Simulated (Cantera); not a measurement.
An adiabatic, constant-pressure homogeneous reactor starts with CH4 : O2 : N2 = 2.6 : 4.08 : 15.3 (molar parts), equivalence ratio 1.3, at 1425 K and 0.310 bar.

Model: GRI-Mech 3.0 (53 species, 325 reactions), integrated in Cantera.

One state of this run: T (K) = 2645; x CH4 = <1e-12; x O2 = 0.00588; x O = 0.00394; x NO2 = 3.18e-7; x C2H4 = <1e-12. x: mole fraction; the columns are a selection and need not sum to one.

Problem. Which value of t (s) does it belong to?
A) 0.00411
B) 0.000108
C) 0.0632
D) 1.74e-5

Solution. C, 0.0632
